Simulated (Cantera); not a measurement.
Input: 1 mol Al2O3, 0.16 mol N2, held at 2452 °C and 1.00 bar.

Cantera equilibrium calculation (NASA polynomials, part measured and part estimated; ideal gas, pure solids and liquids). Candidate condensed phases: Al, AlN, Al2O3; 16 gas species. Rates play no part.

Base state: N2 1.000, NO 0.000159, Al 0.000110, O 7.86e-5, AlO 5.27e-5, Al2O 2.63e-5 (mole fractions); condensed: Al2O3(l).

Task: What changes in the equilibrium state with this change: Al2O3 replaced by MgO?

Result: 
| species | before | after |
|---|---|---|
| N2 | 1.000 | 0.982 |
| Mg | 0 | 0.00980 |
| NO | 0.000159 | 0.00371 |
| Al | 0.000110 | 0 |
| MgO | 0 | 0.000679 |
| AlO | 5.27e-5 | 0 |
| Al2O | 2.63e-5 | 0 |
| Al2O3(l), mol | 1.000 | 0 |
| MgO(s), mol | 0 | 0.998 |
Further candidate phases: Mg, MgO.
